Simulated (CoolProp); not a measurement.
Vapour-liquid equilibrium of dimethyl ether (1) + methanol (2) at 47.05 °C; x and y are mole fractions of (1).

Model: multi-fluid Helmholtz-energy mixture model, Wu 2011 and de Reuck 1993; pair parameters Bell 2016, in CoolProp.

| x | bubble pressure, mixture model (MPa) | bubble pressure, Raoult's law (MPa) | y, mixture model | y, Raoult's law |
|---|---|---|---|---|
| 0.05 | 0.1483 | 0.09968 | … | 0.534 |
| 0.2 | 0.3918 | 0.2519 | 0.886 | 0.845 |
| 0.35 | … | 0.4042 | 0.926 | 0.921 |
| 0.5 | … | 0.5564 | 0.944 | 0.956 |
| 0.65 | 0.7823 | 0.7087 | 0.958 | 0.976 |
| 0.8 | 0.8848 | 0.8609 | 0.972 | 0.989 |
| 0.95 | 1.012 | 1.013 | 0.991 | 0.998 |

Problem. What belongs in the gaps?

Solution. 
- 0.05, y, mixture model: 0.677
- 0.35, bubble pressure, mixture model (MPa): 0.5620
- 0.5, bubble pressure, mixture model (MPa): 0.6830

The largest gap from Raoult's law is +55.5 % in bubble pressure, at x = 0.2. No azeotrope shows between x = 0.05 and 0.95.

The pair parameters rest on a limited set of measurements; away from them the model extrapolates. With so large a gap from Raoult's law the liquid may split in two, which this calculation doesn't test in full.
